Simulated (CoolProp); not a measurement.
Properties of water at several states.

Values from CoolProp's reference Helmholtz-energy equation of state, Wagner 2002.

| T (K) | p (bar) | phase | density (kg/m³) | isothermal compressibility (1/MPa) | viscosity (µPa s) | Prandtl number |
|---|---|---|---|---|---|---|
| 478.6 | 0.444 | gas | 0.2014 | 22.57 | 16.4 | 0.952 |
| 975.6 | 168 | gas | 39.23 | 0.06260 | 37.7 | 0.906 |
| 496.3 | 327 | liquid | 860.8 | 0.0008537 | 127 | 0.844 |
| 802.3 | 3.91 | gas | 1.059 | 2.564 | 29.8 | 0.914 |

Viscosity comes from a separate model (Huber 2009). Thermal conductivity comes from a separate model (Huber 2012).
